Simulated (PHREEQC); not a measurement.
Dissolve 72 mmol/kgw H2SO4, 120 mmol/kgw NaCl and 0.52 mmol/kgw MnSO4 at 25 °C. Closed to the air; pH follows from the charge balance.

Computed with PHREEQC (ion-association model, wateq4f.dat).

```yaml
pH: 1.13
ionic_strength: 0.230 mol/kgw
activity_of_water: 0.993
total_alkalinity: -144 meq/kg
```

```json
[
 {"species": "Cl-", "molality": "0.120", "activity": "0.0841", "log γ": "-0.154"},
 {"species": "Na+", "molality": "0.117", "activity": "0.0862", "log γ": "-0.133"},
 {"species": "H+", "molality": "0.0930", "activity": "0.0737", "log γ": "-0.101"},
 {"species": "HSO4-", "molality": "0.0510", "activity": "0.0367", "log γ": "-0.143"},
 {"species": "SO4-2", "molality": "0.0184", "activity": "0.00512", "log γ": "-0.556"},
 {"species": "NaSO4-", "molality": "0.00300", "activity": "0.00221", "log γ": "-0.132"},
 {"species": "Mn+2", "molality": "0.000365", "activity": "0.000115", "log γ": "-0.503"},
 {"species": "MnSO4", "molality": "9.92e-5", "activity": "0.000105", "log γ": "0.023"},
 {"species": "MnCl+", "molality": "5.39e-5", "activity": "3.94e-5", "log γ": "-0.137"},
 {"species": "MnCl2", "molality": "1.37e-6", "activity": "1.44e-6", "log γ": "0.023"},
 {"species": "MnCl3-", "molality": "4.59e-8", "activity": "3.35e-8", "log γ": "-0.137"}
]
```

Precipitation was switched off in this run.
